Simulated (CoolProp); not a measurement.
Properties of oxygen at several states (Tc = -118.6 °C, pc = 5.046 MPa, ω = 0.022).

Values from CoolProp's reference Helmholtz-energy equation of state, Schmidt 1985. Above 300 K oxygen's equation is extrapolated.

```
T (°C)  p (MPa)  phase       Z  conductivity (mW/(m K))  Prandtl number
------  -------  -----  ------  -----------------------  --------------
451.85   0.0385    gas   1.000                     55.5           0.740
28.55     0.154    gas  0.9991                        …               …
136.55    0.232    gas   1.000                        …           0.716
159.45   0.0165    gas   1.000                     36.3           0.716
4.65      0.724    gas  0.9936                        …           0.726
```

Q: Complete the blanks.

A: 
- 28.55, conductivity (mW/(m K)): 26.6
- 28.55, Prandtl number: 0.717
- 136.55, conductivity (mW/(m K)): 34.8
- 4.65, conductivity (mW/(m K)): 25.0

Viscosity comes from a separate model (Lemmon 2004). Thermal conductivity comes from a separate model (Lemmon 2004).
